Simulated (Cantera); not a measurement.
Cantera with NASA thermochemical tables; ideal gases at 1 bar, condensed phases pure. Values are per mole of reaction as written; species without (g) are pure solids or liquids, kept so even where they would boil at 1 bar.

**Question.** Between 600 and 900 K, where is each reaction favourable under standard conditions?
- 4 FeS2 + 3 SO2(g) → 11 S + 2 Fe2O3

**Answer.** 
- 4 FeS2 + 3 SO2(g) → 11 S + 2 Fe2O3: ΔG° is 151 kJ at 600 K and 207 kJ at 900 K; it stays positive (K < 1). ΔH° is 73 kJ and ΔS° -149 J/K at 900 K.
